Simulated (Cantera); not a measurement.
Input: 1 mol MgF2, 0.082 mol O2, 31 mol N2, held at 0.133 bar.

Equilibrium computed with Cantera from the NASA thermochemical tables; the gas is ideal and each condensed phase is pure. Candidate condensed phases: Mg, MgF2, MgO; 24 gas species. Mutual solubility and eutectic melting of coexisting phases are not modelled. The numbers say what is thermodynamically allowed, not how fast it happens.

What share of the Mg ends up in condensed phases as a function of T (K), at 1150, 1200, 1250, 1300, 1350, 1400, 1450, 1500, 1550, 1600, 1650, 1700, 1750, 1800?


| T (K) | Mg condensed (%) | as |
|---|---|---|
| 1150 | 100.0 | MgF2(s) |
| 1200 | 100.0 | MgF2(s) |
| 1250 | 100.0 | MgF2(s) |
| 1300 | 100.0 | MgF2(s) |
| 1350 | 100.0 | MgF2(s) |
| 1400 | 99.8 | MgF2(s) |
| 1450 | 99.5 | MgF2(s) |
| 1500 | 98.7 | MgF2(s) |
| 1550 | 96.8 | MgF2(l) |
| 1600 | 93.2 | MgF2(l) |
| 1650 | 86.2 | MgF2(l) |
| 1700 | 73.3 | MgF2(l) + MgO(s) |
| 1750 | 50.2 | MgF2(l) + MgO(s) |
| 1800 | 10.3 | MgF2(l) + MgO(s) |
